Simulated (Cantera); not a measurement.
Mixture: H2 : O2 : N2 = 1 : 1.19 : 4.48 (molar parts), at 760 Torr, adiabatic and at constant volume. Ignition delay is the time to a rise of 400 K.

Detailed kinetics in Cantera: the H2/O2 subset of GRI-Mech 3.0, which has no nitrogen chemistry. Where the delays flatten at high temperature, the 400 K rule measures the pace of heat release, not the induction time.

What does this change do: pressure from 760 Torr to 3750 Torr?


```csv
quantity,before,after
delay at 1298 K,33.2 µs,7.34 µs
delay at 1498 K,21.8 µs,3.20 µs
delay at 1698 K,21.2 µs,2.12 µs
delay at 1898 K,25.7 µs,1.84 µs
delay at 2098 K,34.1 µs,1.95 µs
```
The hydrogen kinetics of GRI-Mech 3.0 are dated; newer H2 mechanisms differ, most at raised pressure.
